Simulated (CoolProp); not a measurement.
Dodecamethylpentasiloxane (MD3M) along the isobar 4.28 MPa: Z from the reference equation and from simpler models built on Tc = 628.0 K, pc = 0.9540 MPa, ω = 0.730; each cubic takes its own stable root.

Model: reference Helmholtz-energy equation of state, Thol 2019, in CoolProp.

| T (K) | phase | reference |
|---|---|---|
| 373.9 | liquid | 0.6581 |
| 388.3 | liquid | 0.6444 |
| 402.8 | liquid | 0.6321 |
| 417.3 | liquid | 0.6211 |
| 431.7 | liquid | 0.6114 |
| 446.2 | liquid | 0.6027 |
| 460.6 | liquid | 0.5953 |
| 475.1 | liquid | 0.5888 |

**Question.** How far does each simpler model (van der Waals, Redlich-Kwong, Soave-Redlich-Kwong, Peng-Robinson) lie from the reference over these 8 states: mean and median of the absolute difference, and the worst?

**Answer.** 
- van der Waals: mean 67.9 %, median 68.0 %, worst +72.8 % at 373.9 K and 4.28 MPa
- Redlich-Kwong: mean 19.0 %, median 19.0 %, worst +20.6 % at 373.9 K and 4.28 MPa
- Soave-Redlich-Kwong: mean 11.9 %, median 11.8 %, worst +13.8 % at 373.9 K and 4.28 MPa
- Peng-Robinson: mean 1.0 %, median 1.0 %, worst -1.9 % at 475.1 K and 4.28 MPa
